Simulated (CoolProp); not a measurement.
Saturated liquid density (kg/m³) of toluene: the reference equation beside estimates from Tc = 591.7 K, pc = 4126 kPa, ω = 0.266.

Values from CoolProp's reference Helmholtz-energy equation of state, Lemmon 2006. It is a short technical equation, of lower accuracy than the large ones.

```json
[
 {"T (K)": "345.5", "reference": "817.3", "van der Waals": "481.5", "Soave-Redlich-Kwong": "731.7"},
 {"T (K)": "348.7", "reference": "814.1", "van der Waals": "479.8", "Soave-Redlich-Kwong": "729.1"},
 {"T (K)": "351.9", "reference": "811.0", "van der Waals": "478.1", "Soave-Redlich-Kwong": "726.4"},
 {"T (K)": "355.1", "reference": "807.9", "van der Waals": "476.3", "Soave-Redlich-Kwong": "723.7"},
 {"T (K)": "358.3", "reference": "804.7", "van der Waals": "474.5", "Soave-Redlich-Kwong": "720.9"},
 {"T (K)": "361.5", "reference": "801.6", "van der Waals": "472.8", "Soave-Redlich-Kwong": "718.2"},
 {"T (K)": "364.8", "reference": "798.3", "van der Waals": "470.9", "Soave-Redlich-Kwong": "715.2"},
 {"T (K)": "368", "reference": "795.1", "van der Waals": "469.1", "Soave-Redlich-Kwong": "712.4"},
 {"T (K)": "371.2", "reference": "791.9", "van der Waals": "467.3", "Soave-Redlich-Kwong": "709.5"},
 {"T (K)": "374.4", "reference": "788.7", "van der Waals": "465.4", "Soave-Redlich-Kwong": "706.6"},
 {"T (K)": "377.6", "reference": "785.4", "van der Waals": "463.6", "Soave-Redlich-Kwong": "703.6"},
 {"T (K)": "380.8", "reference": "782.2", "van der Waals": "461.7", "Soave-Redlich-Kwong": "700.6"}
]
```

Absolute difference from the reference over all 12 rows, mean and median: van der Waals 41.0 and 41.0 %, Soave-Redlich-Kwong 10.4 and 10.4 %.
